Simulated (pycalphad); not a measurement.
All values are pycalphad results on the COST 507 light-alloy database (1999) (1 atm), not direct measurements. The database dates from 1999; later assessments differ in places, in temperatures and in the compounds included.

Molar enthalpy of Al-7.23Si-0.13Fe (at.%) in equilibrium (SER reference):

```
T (°C)  H (kJ/mol)                            phases
------  ----------  --------------------------------
1577         59.34                            liquid
1497         56.83                            liquid
1417         54.31                            liquid
1337         51.80                            liquid
1257         49.28                            liquid
1177         46.77                            liquid
1097         44.25                            liquid
1017         41.74                            liquid
937          39.22                            liquid
857          36.71                            liquid
777          34.20                            liquid
697          31.69                            liquid
657          30.44                            liquid
617          29.20                            liquid
537          14.30  fcc + diamond (Si) + ALFESI_BETA
497          12.94  fcc + diamond (Si) + ALFESI_BETA
457          11.64  fcc + diamond (Si) + ALFESI_BETA
377           9.20  fcc + diamond (Si) + ALFESI_BETA
297           6.90  fcc + diamond (Si) + ALFESI_BETA
```

Cooling from 617 °C to 537 °C, across the freezing range, releases 14.9 kJ/mol, or 550 J/g. The slope is 31 J/(mol K) in the liquid and 34 J/(mol K) just below the solidus, where it includes any heat of precipitation. Liquidus 613 °C, solidus 576 °C. Changes were sought between steps of 40 K, so a narrower field can be missed.

Database names, with the compositions (at.%) that they take in these runs: ALFESI_BETA: Al 70 Si 15 Fe 15.
